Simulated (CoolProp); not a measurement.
Vapour-liquid equilibrium of n-octane (1) + ethylbenzene (2) at 1.15 bar; x and y are mole fractions of (1).

The numbers come from the multi-fluid Helmholtz-energy mixture model, Beckmüller 2019 and Zhou 2012; pair parameters Bell 2016 in CoolProp.

```tsv
x	bubble temperature (K)	y at the bubble point	dew temperature at overall composition x (K)	liquid density (mol/L)
0.05	412.9	0.077	413.3	7.004
0.2	410.1	0.270	411.1	6.680
0.35	407.9	0.428	409.0	6.379
0.5	406.3	0.566	407.0	6.100
0.65	405.1	0.695	405.5	5.842
0.8	404.2	0.822	404.3	5.603
0.95	403.6	0.954	403.6	5.382
```

No azeotrope shows between x = 0.05 and 0.95.

Pair parameters are fitted to limited data, so mixtures are less certain than the pure fluids.
